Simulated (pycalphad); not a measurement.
An equivalent pycalphad script:

```python
from pycalphad import Database, equilibrium, calculate, variables as v
import numpy as np
db = Database('COST507.tdb')
comps = ['SI', 'SN', 'VA']
phases = ['BCT_A5', 'DIAMOND_A4', 'LIQUID']
eq = equilibrium(db, comps, phases, {v.X('SN'): 0.448, v.T: np.arange(2350, 499, -100), v.P: 101325, v.N: 1}, output=['HM', 'SM'])
```

Source of the numbers: pycalphad with the COST 507 light-alloy database (1999); pressure 1 atm. These are 1990s assessments: newer ones move some temperatures and phases. Phase fractions are per mole of atoms.

Results at three of the temperatures:

```
T = 950.00 K, P = 101325 Pa, N = 1 mol of atoms
G = -45812 J/mol, H = 20235 J/mol, S = 69.52 J/(mol K)  (SER reference)
chemical potentials (J/mol): Si -28049, Sn -67699
phase             fraction      x(Si)      x(Sn)
DIAMOND_A4          0.5510     1.0000    4.4e-07
LIQUID              0.4490     0.0021     0.9979
```

```
T = 750.00 K, P = 101325 Pa, N = 1 mol of atoms
G = -32530 J/mol, H = 14791 J/mol, S = 63.09 J/(mol K)  (SER reference)
chemical potentials (J/mol): Si -19438, Sn -48661
phase             fraction      x(Si)      x(Sn)
DIAMOND_A4          0.5519     1.0000   4.04e-07
LIQUID              0.4481   0.000153     0.9998
```

```
T = 550.00 K, P = 101325 Pa, N = 1 mol of atoms
G = -20689 J/mol, H = 9516 J/mol, S = 54.92 J/(mol K)  (SER reference)
chemical potentials (J/mol): Si -12177, Sn -31177
phase             fraction      x(Si)      x(Sn)
DIAMOND_A4          0.5520     1.0000   2.48e-07
LIQUID              0.4480   1.68e-06     1.0000
```

Changes of the phase set, refined by bisection:

| T (K) | phases above | phases below |
|---|---|---|
| 1621.8 | liquid | diamond (Si) + liquid |

DIAMOND_A4 is diamond (Si).
